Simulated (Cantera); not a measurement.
Input: 1 mol AlI3, 19 mol O2, 80 mol N2, at 13.3 mbar.

These are equilibrium values from Cantera (NASA tables, ideal gas, pure condensed phases), not measurements of a reactor. Candidate condensed phases: Al, AlI3, AlN, Al2O3, I2; 21 gas species. Equilibrium is a limit: real reactors are often held back by kinetics, nucleation or transport.

Problem. At 1450 K, list the 5 most abundant gas species with their mole fractions, and the condensed phases.

Solution. N2 0.790, O2 0.180, I 0.0296, NO 0.000880, I2 1.19e-5. Condensed: Al2O3(s).
